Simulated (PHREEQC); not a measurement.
Model water analysis in mg/L, 25 °C, pH 2.32, pe 8.5:

```json
[
 {"constituent": "Na", "mg/L": "6.6"},
 {"constituent": "K", "mg/L": "46.1"},
 {"constituent": "Ca", "mg/L": "254"},
 {"constituent": "Mg", "mg/L": "234"},
 {"constituent": "Cl", "mg/L": "133"},
 {"constituent": "S(6) as SO4", "mg/L": "1950"},
 {"constituent": "Al", "mg/L": "30.8"},
 {"constituent": "O(0) (dissolved oxygen)", "mg/L": "6.62"},
 {"constituent": "Pb", "mg/L": "113"}
]
```

Valence states are taken as typed.

Model: ion-association model, phreeqc.dat, run in PHREEQC.

The ionic strength comes out as 0.0516 mol/kgw. What activity coefficients do H+, NaSO4-, HSO4-, Ca+2, Mg+2 get?

H+ 0.85, NaSO4- 0.83, HSO4- 0.82, Ca+2 0.47, Mg+2 0.48.

This is a speciation only: nothing precipitates in the calculation. Examples of supersaturated solids here: Anglesite. Others may be too.
